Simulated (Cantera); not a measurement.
**Thermodynamics of silicon oxide and oxynitride deposition, feed HMDSO + CO₂ + H₂**

A closed system holds: 1 mol HMDSO, a varied amount of CO₂, 0.79 mol H₂, at 1398 K and 0.100 bar.

Equilibrium computed with Cantera from the NASA thermochemical tables; the gas is ideal and each condensed phase is pure. Candidate condensed phases: C, C₆H₆, C₇H₈, C₈H₁₈, H₂O, Si, SiC, SiO₂; 123 gas species. The feed counts by its element totals alone. The tables hold silica as quartz up to 1696 K and as liquid above; real silica turns to tridymite and cristobalite and melts near 1996 K. Gases not in the tables: Si(OH)₄. Kinetics and transport are ignored.

From 3.4 mol CO₂ to 8.6 mol CO₂ the condensed part is C(graphite) + SiO₂(β-quartz). From 10 mol CO₂ to 26 mol CO₂ the condensed part is SiO₂(β-quartz).

```csv
n(CO₂) (mol),log p H₂,log p CO,log p CO₂,log p H₂O,log p CH₄,log p H,n C(graphite),n SiO₂(β-quartz)
3.4,-1.14,-1.55,-5.86,-5.12,-4.64,-5.90,5.60,2.00
4.1,-1.19,-1.46,-5.68,-5.07,-4.73,-5.92,4.90,2.00
4.9,-1.23,-1.39,-5.53,-5.04,-4.82,-5.94,4.10,2.00
6,-1.28,-1.32,-5.40,-5.02,-4.93,-5.97,3.00,2.00
7.2,-1.34,-1.27,-5.30,-5.03,-5.03,-5.99,1.80,2.00
8.6,-1.39,-1.23,-5.21,-5.04,-5.14,-6.02,0.402,2.00
10,-1.45,-1.22,-2.77,-2.66,-7.68,-6.05,0,2.00
13,-1.57,-1.23,-2.16,-2.16,-8.55,-6.11,0,2.00
15,-1.64,-1.24,-1.98,-2.05,-8.90,-6.15,0,2.00
18,-1.75,-1.26,-1.81,-1.96,-9.31,-6.20,0,2.00
22,-1.87,-1.28,-1.66,-1.91,-9.76,-6.26,0,2.00
26,-1.98,-1.31,-1.56,-1.89,-10.14,-6.31,0,2.00
```
log p: log10 of the partial pressure in bar; n: condensed amount in mol.
